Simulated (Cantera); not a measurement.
## Ignition delay

Mixture: 11.6 % CH4, 23.3 % O2, 65.1 % N2, at 860000 Pa, adiabatic and at constant pressure. Ignition delay is the time to a rise of 400 K.

Cantera simulation using GRI-Mech 3.0 (53 species, 325 reactions); the numbers are that mechanism's predictions, not measurements.

```tsv
T0 (K)	delay (ms)
1200	4.37
1250	2.37
1300	1.32
1350	0.759
1400	0.446
1450	0.269
```

The apparent activation energy between 1350 and 1450 K is 170 kJ/mol.
